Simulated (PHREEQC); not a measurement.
Model water analysis in mg/L, 25 °C, pH 5.99, pe 8.6: Na 0.31; K 0.00237; Ca 0.46; Mg 0.00846; Cl 0.187; S(6) as SO4 1.05; Alkalinity as HCO3 0.633; Cd 0.00661; Zn 0.0272.

Valence states are taken as typed.

Model: ion-association model, phreeqc.dat, run in PHREEQC.

```
quantity                     before     after
-------------------------  --------  --------
CO2 (mol/kgw)               2.60e-5   9.55e-5
HCO3- (mol/kgw)             1.14e-5   1.36e-5
HSO4- (mol/kgw)             1.06e-9   3.26e-9
CO3-2 (mol/kgw)            5.37e-10  2.07e-10
ZnOH+ (mol/kgw)            4.32e-10  1.40e-10
SI of Otavite (CdCO3)         -4.43     -4.85
SI of Gypsum (CaSO4:2H2O)     -5.35     -5.35
```

Q: What was changed between the two runs?
A) pH from 5.99 to 6.49 at the same alkalinity
B) temperature from 25 to 60 °C at the same typed pH
C) pH from 5.99 to 5.5 at the same alkalinity
D) all concentrations times 3 at the same typed pH

A: C, pH from 5.99 to 5.5 at the same alkalinity

No solid was allowed to form.
